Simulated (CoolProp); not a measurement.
Values from CoolProp's reference Helmholtz-energy equation of state, Thol 2021.

Q: Give the vapour pressure (MPa), liquid density (kg/m³), vapour density (kg/m³), enthalpy of vaporisation (kJ/kg) of saturated chlorine at 306.3, 321.4, 328.9 K.

A: 
| T (K) | p (MPa) | liquid density (kg/m³) | vapour density (kg/m³) | enthalpy of vaporisation (kJ/kg) |
|---|---|---|---|---|
| 306.3 | 0.962 | 1370 | 30.6 | 241 |
| 321.4 | 1.39 | 1320 | 43.8 | 228 |
| 328.9 | 1.64 | 1290 | 51.8 | 221 |
